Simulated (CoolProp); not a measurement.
Decamethyltetrasiloxane (MD2M) along the isobar 1710 kPa: fugacity coefficient from the reference equation and from simpler models built on Tc = 599.4 K, pc = 1144 kPa, ω = 0.635; each cubic takes its own stable root.

Values from CoolProp's reference Helmholtz-energy equation of state, Thol 2017.

```
T (K)   phase  reference  van der Waals  Redlich-Kwong  Soave-Redlich-Kwong  Peng-Robinson
-----  ------  ---------  -------------  -------------  -------------------  -------------
220.4  liquid   4.322e-9       0.002934       9.394e-6             1.104e-8       1.826e-8
243.5  liquid   1.407e-7       0.006594       7.202e-5             2.607e-7       3.783e-7
266.5  liquid   2.162e-6        0.01281      0.0003528             3.235e-6       4.253e-6
289.6  liquid   1.951e-5            ___            ___             2.529e-5            ___
312.7  liquid  0.0001167            ___       0.003562                  ___      0.0001581
335.8  liquid  0.0005088        0.05394       0.008368            0.0005636      0.0006190
358.9  liquid   0.001731            ___        0.01705             0.001844       0.001955
381.9  liquid   0.004817         0.1040        0.03097             0.005012       0.005169
```

### Question
Fill in the missing entries.

### Answer

- 289.6, van der Waals: 0.02239
- 289.6, Redlich-Kwong: 0.001264
- 289.6, Peng-Robinson: 3.082e-5
- 312.7, van der Waals: 0.03594
- 312.7, Soave-Redlich-Kwong: 0.0001376
- 358.9, van der Waals: 0.07664
